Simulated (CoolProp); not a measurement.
Vapour-liquid equilibrium of toluene (1) + n-decane (2) at 0.00322 MPa; x and y are mole fractions of (1).

The numbers come from the multi-fluid Helmholtz-energy mixture model, Lemmon 2006 and Lemmon 2006; pair parameters Bell 2016 in CoolProp.

### Question
Give the bubble temperature and the first vapour's composition at x = 0.05, 0.2, 0.875. Is there an azeotrope?

### Answer
x = 0.05: 338.8 K, y = 0.395; x = 0.2: 320.7 K, y = 0.810; x = 0.875: 297.2 K, y = 0.991. No azeotrope shows between x = 0.05 and 0.95.

The pair parameters rest on a limited set of measurements; away from them the model extrapolates.
